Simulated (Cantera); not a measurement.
A Cantera script and what it prints.

```python
import numpy as np
import cantera as ct

gas_names = """
    H HO2 H2 H2O H2O2 O OH O2 O3 Si SiH SiH2 SiH3 SiH4 SiO SiO2 Si2 Si3
""".split()
cond_names = """
    H2O(s) H2O(L) Si(cr) Si(L) SiO2(Lqz) SiO2(hqz) SiO2(L)
""".split()


# ... load() reads the species with a 1 bar reference pressure and builds the phases ...
atoms = {
    'SiO2': {'Si': 1, 'O': 2},
    'Si': {'Si': 1},
    'H2': {'H': 2},
}
top_T = {}  # K; cautious upper limits of use, not melting points


# ... equilibrate(T, P, feed) seeds the gas with the atoms and calls Mixture.equilibrate('TP', solver="vcs", rtol=1e-11, max_steps=5000) ...
results = []
feed = {'SiO2': 1, 'Si': 0.018, 'H2': 0.031}  # mol
for P in [1, 4, 16, 63, 250, 1000, 4000, 16000, 63000, 250000, 1000000]:
    for T in [2223, 2323, 2423, 2523, 2623, 2723, 2823, 2923, 3023]:
        mix = equilibrate(T, P, feed)
        results.append((T, P, feed, dict(zip(mix.species_names, mix.species_moles))))

for T, P, feed, n in results:
    print(f"{T:7g} {P:10.4g}  " + (" + ".join(c for c in cond_names if n.get(c, 0) > 1e-12) or "gas only"))
```

Result:

```
   2223          1  gas only
   2323          1  gas only
   2423          1  gas only
   2523          1  gas only
   2623          1  gas only
   2723          1  gas only
   2823          1  gas only
   2923          1  gas only
   3023          1  gas only
   2223          4  gas only
   2323          4  gas only
   2423          4  gas only
   2523          4  gas only
   2623          4  gas only
   2723          4  gas only
   2823          4  gas only
   2923          4  gas only
   3023          4  gas only
   2223         16  gas only
   2323         16  gas only
   2423         16  gas only
   2523         16  gas only
   2623         16  gas only
   2723         16  gas only
   2823         16  gas only
   2923         16  gas only
   3023         16  gas only
   2223         63  SiO2(L)
   2323         63  gas only
   2423         63  gas only
   2523         63  gas only
   2623         63  gas only
   2723         63  gas only
   2823         63  gas only
   2923         63  gas only
   3023         63  gas only
   2223        250  SiO2(L)
   2323        250  SiO2(L)
   2423        250  gas only
   2523        250  gas only
   2623        250  gas only
   2723        250  gas only
   2823        250  gas only
   2923        250  gas only
   3023        250  gas only
   2223       1000  SiO2(L)
   2323       1000  SiO2(L)
   2423       1000  SiO2(L)
   2523       1000  SiO2(L)
   2623       1000  gas only
   2723       1000  gas only
   2823       1000  gas only
   2923       1000  gas only
   3023       1000  gas only
   2223       4000  SiO2(L)
   2323       4000  SiO2(L)
   2423       4000  SiO2(L)
   2523       4000  SiO2(L)
   2623       4000  SiO2(L)
   2723       4000  gas only
   2823       4000  gas only
   2923       4000  gas only
   3023       4000  gas only
   2223    1.6e+04  SiO2(L)
   2323    1.6e+04  SiO2(L)
   2423    1.6e+04  SiO2(L)
   2523    1.6e+04  SiO2(L)
   2623    1.6e+04  SiO2(L)
   2723    1.6e+04  SiO2(L)
   2823    1.6e+04  SiO2(L)
   2923    1.6e+04  gas only
   3023    1.6e+04  gas only
   2223    6.3e+04  SiO2(L)
   2323    6.3e+04  SiO2(L)
   2423    6.3e+04  SiO2(L)
   2523    6.3e+04  SiO2(L)
   2623    6.3e+04  SiO2(L)
   2723    6.3e+04  SiO2(L)
   2823    6.3e+04  SiO2(L)
   2923    6.3e+04  SiO2(L)
   3023    6.3e+04  SiO2(L)
   2223    2.5e+05  SiO2(L)
   2323    2.5e+05  SiO2(L)
   2423    2.5e+05  SiO2(L)
   2523    2.5e+05  SiO2(L)
   2623    2.5e+05  SiO2(L)
   2723    2.5e+05  SiO2(L)
   2823    2.5e+05  SiO2(L)
   2923    2.5e+05  SiO2(L)
   3023    2.5e+05  SiO2(L)
   2223      1e+06  Si(L) + SiO2(L)
   2323      1e+06  Si(L) + SiO2(L)
   2423      1e+06  SiO2(L)
   2523      1e+06  SiO2(L)
   2623      1e+06  SiO2(L)
   2723      1e+06  SiO2(L)
   2823      1e+06  SiO2(L)
   2923      1e+06  SiO2(L)
   3023      1e+06  SiO2(L)
```

Method: chemical equilibrium by Gibbs-energy minimisation in Cantera with the NASA 1993 tables (ideal gas, pure condensed phases). Each liquid is taken as pure. Mutual solubility and eutectic melting of coexisting phases are not modelled. The tables hold silica as quartz up to 1696 K and as liquid above; real silica turns to tridymite and cristobalite and melts near 1996 K.
